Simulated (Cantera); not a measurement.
Feed: 1 mol C₃H₆, 0.093 mol CO₂, 14 mol N₂, at 37.0 bar.

Cantera equilibrium calculation (NASA polynomials, part measured and part estimated; ideal gas, pure solids and liquids). The ideal-gas law is rough above about 30 bar. Rates play no part. All values below are at 2650 K.

| species | before | after |
|---|---|---|
| N₂ | 0.794 | 0.788 |
| H₂ | 0.150 | 0.142 |
| HCN | 0.0348 | 0.0337 |
| H | 0.00298 | 0.0176 |
| CO | 0.0108 | 0.0107 |
| CH₄ | 9.92e-5 | 2.45e-6 |
| NH₃ | 1.72e-5 | 4.33e-7 |
| CH₃CN | 1.03e-5 | 2.59e-7 |
| CH₃ | 3.43e-5 | 5.25e-6 |
| CN | 4.89e-5 | 0.000294 |
| C₂H | 5.67e-6 | 3.34e-5 |
| C(graphite), mol | 2.11 | 2.13 |
Gas species are given as mole fractions.

Q: What was changed between the two runs?
A) C₃H₆ replaced by C₂H₆
B) pressure from 37.0 bar to 1 atm
C) CO₂ from 0.093 to 0.91 mol
D) CO₂ from 0.093 to 0.05 mol

A: B, pressure from 37.0 bar to 1 atm
